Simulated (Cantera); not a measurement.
What does this Cantera script print?

```python
import numpy as np
import cantera as ct

gas_names = """
    C CH CH2 CH3 CH2OH CH3O CH4 CH3OH CO CO2 COOH C2 C2H CHCO,ketyl C2H2,acetylene C2H2,vinylidene
    CH2CO,ketene C2H3,vinyl CH3CO,acetyl C2H4 C2H4O,ethylen CH3CHO,ethanal CH3COOH (HCOOH)2 C2H5 C2H6
    CH3OCH3 C2H5OH C2O C3 C3H3,propargyl C3H4,allene C3H4,propyne C3H4,cyclo- C3H5,allyl C3H6,propylene
    C3H6,cyclo- C3H6O C3H7,n-propyl C3H7,i-propyl C3H8 C3H8O,1propanol C3H8O,2propanol C3O2 C4 C4H2
    C4H4,1,3-cyclo- C4H6,butadiene C4H6,2-butyne C4H6,cyclo- C4H8,1-butene C4H8,cis2-buten
    C4H8,tr2-butene C4H8,isobutene C4H8,cyclo- (CH3COOH)2 C4H9,n-butyl C4H9,i-butyl C4H9,s-butyl
    C4H9,t-butyl C4H10,isobutane C4H10,n-butane C5 C5H6,1,3cyclo- C5H8,cyclo- C5H10,1-pentene
    C5H10,cyclo- C5H11,pentyl C5H11,t-pentyl C5H12,n-pentane C5H12,i-pentane CH3C(CH3)2CH3 C6H2
    C6H5,phenyl C6H5O,phenoxy C6H6 C6H5OH,phenol C6H10,cyclo- C6H12,1-hexene C6H12,cyclo- C6H13,n-hexyl
    C7H7,benzyl C7H8 C7H8O,cresol C7H14,1-heptene C7H15,n-heptyl C7H16,n-heptane C8H8,styrene
    C8H10,ethylbenz C8H16,1-octene C8H17,n-octyl C8H18,isooctane C8H18,n-octane C9H19,n-nonyl
    C10H8,naphthale C10H21,n-decyl C12H9,o-bipheny C12H10,bipheny H HCO HO2 H2 HCHO,formaldehy HCOOH H2O
    H2O2 O OH O2 O3 Si SiC SiC2 SiC4H12 SiH SiH2 SiH3 SiH4 SiO SiO2 Si2 Si2C Si3
""".split()
cond_names = """
    C(gr) C6H6(L) C7H8(L) C8H18(L),n-octa H2O(s) H2O(L) Si(cr) Si(L) SiC(b) SiO2(Lqz) SiO2(hqz) SiO2(L)
""".split()


def load(file, names, dense=False):
    # The tables refer to 1 bar. Condensed volumes are neglected.
    table = {s.name: s for s in ct.Species.list_from_file(file)}
    out = []
    for n in names:
        d = dict(table[n].input_data)
        d["thermo"] = dict(d["thermo"], **{"reference-pressure": 1e5})
        if dense:
            d["equation-of-state"] = {"model": "constant-volume", "density": "1e6 g/cm^3"}
        out.append(ct.Species.from_dict(d))
    return out


gas = ct.Solution(thermo="ideal-gas", species=load("nasa_gas.yaml", gas_names))
cond = {s.name: ct.Solution(thermo="fixed-stoichiometry", species=[s], name=s.name)
        for s in load("nasa_condensed.yaml", cond_names, dense=True)}
atoms = {
    'Si': {'Si': 1},
    'CO2': {'C': 1, 'O': 2},
    'H2': {'H': 2},
}
top_T = {'C(gr)': 4500, 'SiC(b)': 3050}  # K; cautious upper limits of use, not melting points


def equilibrate(T, P, feed):
    n = {}
    for name, mol in feed.items():
        for a, k in atoms[name].items():
            n[a] = n.get(a, 0.0) + k * mol
    gas.TPX = T, P, n
    mass = sum(n.values()) * gas.mean_molecular_weight
    gas.equilibrate("TP")
    valid = [c for c in cond.values() if c.min_temp <= T <= top_T.get(c.name, c.max_temp)]
    mix = ct.Mixture([(gas, mass / gas.mean_molecular_weight)] + [(c, 0.0) for c in valid])
    mix.T, mix.P = T, P
    mix.equilibrate("TP", solver="vcs", rtol=1e-11, max_steps=5000)
    return mix


results = []
T = 1450  # K
P = 0.13  # Pa
for m in [27, 38, 54, 76, 110, 150, 210, 300, 430, 610, 860]:
    feed = {'Si': 1, 'CO2': 0.2, 'H2': m}  # mol
    mix = equilibrate(T, P, feed)
    results.append((T, P, feed, dict(zip(mix.species_names, mix.species_moles))))

top = {s: max(r[3][s] / sum(r[3][g] for g in gas_names) for r in results) for s in gas_names}
cols = sorted((s for s in top if top[s] > 1e-05), key=lambda s: -top[s])[:5]
seen = [c for c in cond_names if any(r[3].get(c, 0) > 1e-12 for r in results)]
print("log10 of partial pressures in bar; condensed amounts in mol")
print(f"{'n(H2)':>10s}" + "".join(f"{s[:9]:>10s}" for s in cols + seen))
for T, P, feed, n in results:
    ng = sum(n[g] for g in gas_names)
    print(f"{feed['H2']:10.4g}" + "".join(f"{np.log10(max(n[s] / ng * P / 1e5, 1e-99)):10.3f}" for s in cols)
          + "".join(f"{n.get(c, 0):10.4g}" for c in seen))
```

It prints:

```
log10 of partial pressures in bar; condensed amounts in mol
     n(H2)        H2       SiO         H        Si        CO    Si(cr)    SiC(b)
        27    -5.897    -7.734    -7.973    -8.512    -9.383    0.3518    0.1911
        38    -5.895    -7.881    -7.972    -8.512    -9.529    0.3254    0.1911
        54    -5.894    -8.032    -7.971    -8.512    -9.681    0.2869    0.1911
        76    -5.893    -8.180    -7.971    -8.512    -9.828    0.2341     0.191
       110    -5.892    -8.339    -7.970    -8.512    -9.988    0.1525    0.1909
       150    -5.892    -8.474    -7.970    -8.512   -10.122   0.05639    0.1908
       210    -5.891    -8.623    -7.970    -8.587   -10.121         0    0.1873
       300    -5.891    -8.789    -7.970    -8.721   -10.018         0    0.1773
       430    -5.891    -8.964    -7.969    -8.847    -9.941         0    0.1614
       610    -5.890    -9.143    -7.969    -8.960    -9.894         0    0.1393
       860    -5.890    -9.330    -7.969    -9.064    -9.874         0    0.1106
```

These are equilibrium values from Cantera (NASA tables, ideal gas, pure condensed phases), not measurements of a reactor. Mutual solubility and eutectic melting of coexisting phases are not modelled.
